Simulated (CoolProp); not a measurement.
Normal hydrogen at 298.15 K and 0.171 MPa is throttled through a valve to 0.0759 MPa with no heat exchange. Each further row changes one setting.

The numbers come from the reference Helmholtz-energy equation of state, Leachman 2009 in CoolProp.

| case | final density (kg/m³) |
|---|---|
| as stated | (withheld) |
| outlet pressure 0.0228 MPa | (withheld) |
| outlet pressure 0.0987 MPa | (withheld) |

Some entries are withheld; supply them.


- as stated, final density (kg/m³): 0.0617
- outlet pressure 0.0228 MPa, final density (kg/m³): 0.0185
- outlet pressure 0.0987 MPa, final density (kg/m³): 0.0802
